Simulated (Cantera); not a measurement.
Charge: 1 mol NH₃, 0.6 mol H₂, equilibrated at 2.30 bar.

Cantera equilibrium calculation (NASA polynomials, part measured and part estimated; ideal gas, pure solids and liquids). Ions and electrons are included (thermal ionisation). Equilibrium is a limit: real reactors are often held back by kinetics, nucleation or transport.

x: gas mole fraction; nothing condenses.

```
T (K)     x H    x H₂   x N₂       x N  x NH    x NH₃
-----  ------  ------  -----  --------  ----  -------
2500   0.0148   0.794  0.191   8.42e-8     ?  7.39e-6
3000   0.0888   0.727  0.184   3.94e-6     ?  4.16e-6
3500    0.288   0.547  0.165   5.93e-5     ?  1.93e-6
4000    0.569   0.293  0.137  0.000434     ?  5.61e-7
4500    0.767   0.113  0.117   0.00203     ?  1.07e-7
5000    0.846  0.0398  0.107   0.00714     ?  1.90e-8
```

Question: What belongs in the gaps?

Answer: 
- 2500, x NH: 1.50e-7
- 3000, x NH: 2.48e-6
- 3500, x NH: 1.58e-5
- 4000, x NH: 4.95e-5
- 4500, x NH: 9.48e-5
- 5000, x NH: 0.000141
